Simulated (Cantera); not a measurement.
Charge: 1 mol C₂H₄, 1.9 mol NH₃, equilibrated at 79.0 bar.

Cantera equilibrium calculation (NASA polynomials, part measured and part estimated; ideal gas, pure solids and liquids). Candidate condensed phases: C, C₆H₆, C₇H₈, C₈H₁₈; 92 gas species. The ideal-gas law is rough above about 30 bar. Kinetics and transport are ignored. All values below are at 1350 K.

Base state: H₂ 0.627, N₂ 0.192, CH₄ 0.179, NH₃ 0.00176, HCN 0.000113, C₂H₆ 8.97e-5, C₂H₄ 5.81e-5 (mole fractions); condensed: C(graphite).

Question: What changes in the equilibrium state with this change: NH₃ from 1.9 to 0.19 mol?

Answer: 
| species | before | after |
|---|---|---|
| H₂ | 0.627 | 0.716 |
| CH₄ | 0.179 | 0.234 |
| N₂ | 0.192 | 0.0487 |
| HCN | 0.000113 | 6.09e-5 |
| NH₃ | 0.00176 | 0.00108 |
| C(graphite), mol | 1.12 | 1.55 |
